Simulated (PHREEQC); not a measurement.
K2CO3 is added in steps, without added water, to 1 kg of water holding 0.052 mol/kgw KCl, 3.6e-05 mol/kgw Na2B4O7 and 0.15 mol/kgw KBr, at 20 °C. Oxygen is held at 0.21 atm. CO2 is held at log p = -3.4 (atm). Solids allowed: Halite, Nahcolite, Natron. Others were left out.

Base run: PHREEQC, ion-association model, wateq4f.dat. Each further column changes one thing. The table gives CO3-2 (mol/kgw).

```tsv
K2CO3 added (mol)	base	KCl from 0.052 to 0.26 mol/kgw	temperature from 20 to 10 °C	KBr left out	no solid may form
0	5.92e-8	6.67e-8	4.02e-8	4.81e-8	5.92e-8
0.0125	0.00370	0.00393	0.00294	0.00337	0.00370
0.0375	0.0183	0.0189	0.0158	0.0176	0.0183
0.05	0.0270	0.0277	0.0237	0.0261	0.0270
0.0625	0.0361	?	0.0321	0.0352	0.0361
0.0875	0.0553	?	0.0501	0.0544	0.0553
0.1	0.0653	0.0662	0.0595	0.0643	0.0653
0.1125	0.0754	?	0.0692	0.0745	0.0754
0.1375	0.0961	0.0971	?	0.0952	0.0961
0.15	0.107	0.108	0.0990	0.106	0.107
0.1625	0.117	0.118	0.109	0.116	0.117
0.1875	0.139	0.140	0.130	?	0.139
0.2	0.150	0.151	0.140	0.149	0.150
```

Some entries are withheld; supply them.


- 0.0625, KCl from 0.052 to 0.26 mol/kgw: 0.0369
- 0.0875, KCl from 0.052 to 0.26 mol/kgw: 0.0562
- 0.1125, KCl from 0.052 to 0.26 mol/kgw: 0.0763
- 0.1375, temperature from 20 to 10 °C: 0.0889
- 0.1875, KBr left out: 0.138

The ionic strength passes 0.7 mol/kgw, the rough limit of the ion-association models, in part of: base; KCl from 0.052 to 0.26 mol/kgw; temperature from 20 to 10 °C; no solid may form. Away from 25 °C the constants follow the database's enthalpies or fits; those with neither stay at their 25 °C values.
